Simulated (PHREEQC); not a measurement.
Dissolve 0.007 mol Li2CO3 per kg of water at 25 °C. Closed to the air; pH follows from the charge balance.

The numbers come from PHREEQC with the ion-association model, phreeqc.dat.

```json
{
  "pH": "10.93",
  "ionic_strength": "0.0200 mol/kgw",
  "specific_conductance": "1420 µS/cm",
  "total_alkalinity": "14.0 meq/kg"
}
```

```csv
species,molality,activity,log γ
Li+,0.0140,0.0123,-0.056
CO3-2,0.00600,0.00353,-0.231
OH-,0.00100,0.000868,-0.062
HCO3-,0.00100,0.000877,-0.058
CO2,2.29e-8,2.30e-8,0.002
```

Precipitation was switched off in this run.
